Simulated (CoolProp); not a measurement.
Hexamethyldisiloxane (MM) along the isotherm 298.75 °C: fugacity coefficient from the reference equation and from simpler models built on Tc = 245.6 °C, pc = 1.931 MPa, ω = 0.418; each cubic takes its own stable root.

Values from CoolProp's reference Helmholtz-energy equation of state, Thol 2016.

```json
[
 {"p (MPa)": "0.362", "phase": "gas", "reference": "0.9533", "van der Waals": "0.9564", "Redlich-Kwong": "0.9525", "Soave-Redlich-Kwong": "0.9564", "Peng-Robinson": "0.9503"},
 {"p (MPa)": "0.724", "phase": "gas", "reference": "0.9077", "van der Waals": "0.9132", "Redlich-Kwong": "0.9061", "Soave-Redlich-Kwong": "0.9139", "Peng-Robinson": "0.9024"},
 {"p (MPa)": "1.09", "phase": "gas", "reference": "0.8628", "van der Waals": "0.8697", "Redlich-Kwong": "0.8601", "Soave-Redlich-Kwong": "0.8719", "Peng-Robinson": "0.8558"},
 {"p (MPa)": "1.45", "phase": "gas", "reference": "0.8199", "van der Waals": "0.8269", "Redlich-Kwong": "0.8157", "Soave-Redlich-Kwong": "0.8316", "Peng-Robinson": "0.8115"},
 {"p (MPa)": "1.81", "phase": "gas", "reference": "0.7783", "van der Waals": "0.7838", "Redlich-Kwong": "0.7721", "Soave-Redlich-Kwong": "0.7922", "Peng-Robinson": "0.7688"},
 {"p (MPa)": "2.17", "phase": "supercritical", "reference": "0.7381", "van der Waals": "0.7400", "Redlich-Kwong": "0.7290", "Soave-Redlich-Kwong": "0.7536", "Peng-Robinson": "0.7276"},
 {"p (MPa)": "2.53", "phase": "supercritical", "reference": "0.6993", "van der Waals": "0.6948", "Redlich-Kwong": "0.6864", "Soave-Redlich-Kwong": "0.7161", "Peng-Robinson": "0.6881"},
 {"p (MPa)": "2.9", "phase": "supercritical", "reference": "0.6609", "van der Waals": "0.6478", "Redlich-Kwong": "0.6436", "Soave-Redlich-Kwong": "0.6789", "Peng-Robinson": "0.6495"}
]
```
